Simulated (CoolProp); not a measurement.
A simple Rankine cycle with cyclopentane: condensing at 299.15 K, boiler at 0.779 MPa, turbine inlet 441.8 K, turbine efficiency 0.75, pump efficiency 0.7, no recuperator. Each further row changes one setting.

Values from CoolProp's reference Helmholtz-energy equation of state, Gedanitz 2015.

```json
[
 {"case": "as stated", "thermal efficiency (%)": "15.7", "net work (kJ/kg)": "95.8", "heat in (kJ/kg)": "609", "turbine exit temperature (K)": "376.3", "volume ratio over the turbine": "16.7"},
 {"case": "turbine inlet 461.8 K", "thermal efficiency (%)": "15.6", "net work (kJ/kg)": "102", "heat in (kJ/kg)": "650", "turbine exit temperature (K)": "397.6", "volume ratio over the turbine": "16.6"},
 {"case": "condensing temperature 291.15 K", "thermal efficiency (%)": "17.0", "net work (kJ/kg)": "106", "heat in (kJ/kg)": "624", "turbine exit temperature (K)": "369.7", "volume ratio over the turbine": "22.7"},
 {"case": "boiler pressure 0.545 MPa", "thermal efficiency (%)": "14.1", "net work (kJ/kg)": "86.6", "heat in (kJ/kg)": "616", "turbine exit temperature (K)": "385.9", "volume ratio over the turbine": "11.5"},
 {"case": "turbine efficiency 0.65", "thermal efficiency (%)": "13.6", "net work (kJ/kg)": "82.9", "heat in (kJ/kg)": "609", "turbine exit temperature (K)": "384.4", "volume ratio over the turbine": "17.0"}
]
```
